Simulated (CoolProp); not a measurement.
A Linde-Hampson liquefier for normal hydrogen: isothermal reversible compression at 230 K from 1 atm to 30 MPa, throttling to 1 atm, return gas leaving the recuperator 0 K below the feed. Each further row changes one setting.

Values from CoolProp's reference Helmholtz-energy equation of state, Leachman 2009.

| case | compression work (kJ/kg of gas) |
|---|---|
| as stated | 5600 |
| high pressure 60 MPa | 6490 |
| warm-end temperature 260 K | 6320 |
| warm-end gap 5 K | 5600 |
